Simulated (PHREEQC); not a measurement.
Make-up at 25 °C: 0.3 mol/kgw H2SO4, 0.0094 mol/kgw LiCl and 0.00078 mol/kgw MnSO4. It is in equilibrium with CO2 at log p = -2 (atm). Otherwise closed; pH follows from the charge balance.

Computed with PHREEQC (ion-association model, phreeqc.dat).

Each row changes one thing in this solution. Precipitation was switched off in this run.

| case | pH | ionic strength (mol/kgw) | HSO4- (mol/kgw) | SO4-2 (mol/kgw) | Li+ (mol/kgw) | Mn+2 (mol/kgw) | SI of Rhodochrosite (MnCO3) | SI of Pyrochroite (Mn(OH)2) |
|---|---|---|---|---|---|---|---|---|
| as made | 0.59 | 0.378 | 0.267 | 0.0338 | 0.00908 | 0.000577 | -11.65 | -17.84 |
| temperature from 25 to 30 °C | 0.59 | 0.372 | 0.269 | 0.0309 | 0.00911 | 0.000577 | -11.62 | -17.83 |
| diluted 10-fold with water | 1.46 | 0.0520 | 0.0196 | 0.0105 | 0.000921 | 5.56e-5 | -10.67 | -16.85 |
| 0.0057 mol/kgw NH4F added | 0.59 | 0.379 | 0.266 | 0.0342 | 0.00908 | 0.000575 | -11.64 | -17.83 |
| 0.073 mol/kgw FeSO4 added | 0.66 | 0.468 | 0.286 | 0.0465 | 0.00900 | 0.000554 | -11.56 | -17.74 |
| H2SO4 replaced by Na2SO4 at the same molality | 5.19 | 0.715 | 3.00e-5 | 0.202 | 0.00808 | 0.000350 | -2.75 | -8.94 |
| 0.13 mol/kgw CdBr2 added | 0.57 | 0.526 | 0.251 | 0.0355 | 0.00911 | 0.000608 | -11.70 | -17.89 |

The ionic strength passes 0.7 mol/kgw, the rough limit of the ion-association models, in H2SO4 replaced by Na2SO4 at the same molality.
